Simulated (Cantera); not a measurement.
**Moist CO burnout**

An isothermal, constant-pressure homogeneous reactor starts with CO : O₂ : H₂O : N₂ = 0.004 : 0.054 : 0.048 : 1 (molar parts), at 850 K and 0.120 bar.

Computed with Cantera and GRI-Mech 3.0 (53 species, 325 reactions).

```csv
t (s),x CO,x O₂,x H₂O,x OH,x NO
3.00e-6,0.00362,0.0488,0.0434,<1e-12,<1e-12
1.33e-5,0.00362,0.0488,0.0434,<1e-12,<1e-12
5.92e-5,0.00362,0.0488,0.0434,<1e-12,<1e-12
0.000263,0.00362,0.0488,0.0434,<1e-12,<1e-12
0.00117,0.00362,0.0488,0.0434,<1e-12,<1e-12
0.00520,0.00362,0.0488,0.0434,<1e-12,<1e-12
0.0231,0.00362,0.0488,0.0434,1.16e-12,<1e-12
0.103,0.00362,0.0488,0.0434,1.51e-11,<1e-12
0.456,0.00361,0.0488,0.0434,3.42e-8,<1e-12
2.03,0.00323,0.0486,0.0434,2.35e-7,<1e-12
9.00,0.00209,0.0481,0.0434,1.72e-7,2.47e-12
40.0,0.000637,0.0474,0.0435,9.84e-8,3.16e-12
```
x: mole fraction; the columns are a selection and need not sum to one.

Equilibrium at this temperature and pressure: CO <1e-12, O₂ 0.0471, H₂O 0.0435, OH 2.83e-9, NO 2.30e-6 (gas phase only).
